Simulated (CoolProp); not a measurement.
The fluid at 469.31 K and 0.236 MPa flows at 8.1 m/s in a round tube of 2 mm bore and 1.5 µm roughness, fully developed (64/Re and Nu = 3.66 if laminar; Colebrook and Gnielinski if turbulent). The same conditions are run with several fluids, on thermodynamics alone (safety and materials aside).

Computed with CoolProp (reference Helmholtz-energy equation of state of each fluid (R407C: Lemmon 2003; nitrogen: Span 2000; R404A: Lemmon 2003; n-octane: Beckmüller 2019)). Blends and air are pseudo-pure fits.

Task: Rank R407C, nitrogen, R404A, n-octane by Reynolds number, highest first.

Result: n-octane (13600), R404A (5100), R407C (4380), nitrogen (1100)

```csv
fluid,Darcy friction factor,pressure drop (Pa/m),heat-transfer coefficient (W/(m² K)),mass flow (kg/h)
R407C,0.0396,3410,202,0.481
nitrogen,0.0582,1620,68.1,0.155
R404A,0.0380,3710,234,0.545
n-octane,0.0298,3640,581,0.682
```

Transport values come from each fluid's own correlations.
